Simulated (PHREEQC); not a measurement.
A solution holds 0.062 mol HF, 0.054 mol NH4F and 0.00017 mol H2SO4 per kg of water, at 25 °C. Closed to the air; pH follows from the charge balance.

Computed with PHREEQC (ion-association model, wateq4f.dat).

Each row changes one thing in this solution. This is a speciation only: nothing precipitates in the calculation.

```tsv
case	pH	ionic strength (mol/kgw)	F- (mol/kgw)	HF (mol/kgw)	HF2- (mol/kgw)	H2F2 (mol/kgw)
as made	3.11	0.0550	0.0467	0.0435	0.00790	0.00500
temperature from 25 to 10 °C	3.04	0.0551	0.0482	0.0403	0.00653	0.00723
H2SO4 from 0.00017 to 0.000153 mol/kgw	3.11	0.0550	0.0467	0.0435	0.00790	0.00499
diluted 10-fold with water	3.19	0.00611	0.00594	?	0.000120	7.26e-5
diluted 100-fold with water	3.55	0.000830	0.000824	0.000334	1.06e-6	2.90e-7
0.0061 mol/kgw LiOH added	3.20	?	0.0525	0.0393	0.00803	0.00408
NH4F replaced by NH4Br at the same molality	2.21	0.0614	0.00600	0.0438	0.00102	0.00507
H2SO4 replaced by NaHSO4 at the same molality	3.11	0.0552	0.0469	0.0434	0.00790	0.00497
HF from 0.062 to 0.093 mol/kgw	2.94	0.0554	0.0444	0.0614	0.0106	0.00996
```

Task: Complete the blanks.

Result: 
- diluted 10-fold with water, HF (mol/kgw): 0.00527
- 0.0061 mol/kgw LiOH added, ionic strength (mol/kgw): 0.0609

Species that the database lacks are ignored. wateq4f.dat counts part of the HF as a dimer, H2F2, which phreeqc.dat doesn't know; its constant is uncertain. Constants without temperature data keep their 25 °C values here.
